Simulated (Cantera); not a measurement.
Charge: 1 mol CH₂F₂, 0.49 mol H₂, at 0.560 bar.

Equilibrium computed with Cantera from the NASA thermochemical tables; the gas is ideal and each condensed phase is pure. Candidate condensed phases: C, C₆H₆, C₇H₈, C₈H₁₈; 95 gas species. Equilibrium is a limit: real reactors are often held back by kinetics, nucleation or transport. All values below are at 2298 K.

Base state: HF 0.801, H₂ 0.193, H 0.00562, C₂H₂ (acetylene) 0.000824, F 2.75e-5 (mole fractions); condensed: C(graphite).

Q: What changes in the equilibrium state with this change: pressure from 0.560 bar to 0.00460 bar?

A: 
```json
[
 {"species": "HF", "before": "0.801", "after": "0.780"},
 {"species": "H₂", "before": "0.193", "after": "0.162"},
 {"species": "H", "before": "0.00562", "after": "0.0569"},
 {"species": "F", "before": "2.75e-5", "after": "0.000323"},
 {"species": "C₂H", "before": "1.08e-6", "after": "1.09e-5"},
 {"species": "C₂H₂ (acetylene)", "before": "0.000824", "after": "0.000694"},
 {"species": "C(graphite), mol", "before": "0.996", "after": "0.996"}
]
```
